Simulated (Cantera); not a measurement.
**Gas-phase reforming**

An isothermal, constant-pressure homogeneous reactor starts with 73.0 % CH4, 27.0 % H2O, at 1850 K and 0.190 bar.

Computed with Cantera and GRI-Mech 3.0 (53 species, 325 reactions). GRI-Mech 3.0 stops at C3 and has no aromatics, soot or wall deposition, so with more carbon than oxygen in the feed, carbon stays in small species such as C2H2 where larger ones or solid carbon would form.

```csv
t (s),x CH4,x H2O,x CO2,x CH2CO,x HO2,x CH2,x OH
0.000100,0.716,0.269,1.60e-10,2.08e-9,<1e-12,2.79e-6,9.50e-6
0.000228,0.674,0.264,2.07e-8,2.27e-7,<1e-12,7.73e-6,1.74e-5
0.000521,0.524,0.245,7.60e-7,1.15e-5,<1e-12,1.07e-5,2.22e-5
0.00119,0.328,0.210,6.33e-6,6.50e-5,<1e-12,7.21e-6,1.87e-5
0.00271,0.188,0.184,3.08e-5,8.92e-5,<1e-12,4.97e-6,1.68e-5
0.00620,0.0963,0.165,0.000130,9.13e-5,<1e-12,3.47e-6,1.61e-5
0.0141,0.0450,0.148,0.000455,8.58e-5,<1e-12,2.39e-6,1.58e-5
0.0323,0.0233,0.126,0.00113,7.15e-5,<1e-12,1.66e-6,1.44e-5
0.0737,0.0164,0.0950,0.00178,4.85e-5,<1e-12,1.20e-6,1.08e-5
0.168,0.0123,0.0562,0.00171,2.47e-5,<1e-12,8.00e-7,6.21e-6
0.384,0.00774,0.0221,0.000882,8.39e-6,<1e-12,4.42e-7,2.38e-6
0.876,0.00373,0.00378,0.000169,1.40e-6,<1e-12,1.90e-7,4.01e-7
2.00,0.00179,9.10e-5,4.15e-6,8.94e-8,<1e-12,8.73e-8,9.62e-9
```
x: mole fraction; the columns are a selection and need not sum to one.

Equilibrium at this temperature and pressure: CH4 0.00167, H2O 1.76e-7, CO2 7.94e-9, CH2CO 5.51e-8, HO2 <1e-12, CH2 8.11e-8, OH 1.87e-11 (gas phase only).
